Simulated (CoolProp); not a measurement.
Tetrahydrofuran along the isotherm 437.9 K: fugacity coefficient from the reference equation and from simpler models built on Tc = 540.2 K, pc = 5304 kPa, ω = 0.234; each cubic takes its own stable root.

Computed with CoolProp (reference Helmholtz-energy equation of state, Fiedler 2023).

| p (kPa) | phase | reference | van der Waals | Redlich-Kwong | Soave-Redlich-Kwong |
|---|---|---|---|---|---|
| 6630 | liquid | … | 0.3174 | … | 0.1747 |
| 13300 | liquid | 0.1009 | 0.2089 | 0.1297 | 0.1059 |
| 19900 | liquid | 0.08033 | 0.1816 | 0.1051 | 0.08539 |
| 26500 | liquid | 0.07169 | 0.1760 | 0.09511 | 0.07701 |
| 33200 | liquid | 0.06801 | 0.1810 | … | … |
| 39800 | liquid | 0.06712 | 0.1929 | 0.09121 | 0.07343 |
| 46400 | liquid | 0.06798 | … | 0.09333 | 0.07496 |
| 53000 | liquid | 0.07016 | 0.2340 | 0.09725 | 0.07794 |

### Question
Fill in the missing entries.

### Answer

- 6630, reference: 0.1689
- 6630, Redlich-Kwong: 0.2127
- 33200, Redlich-Kwong: 0.09139
- 33200, Soave-Redlich-Kwong: 0.07377
- 46400, van der Waals: 0.2106
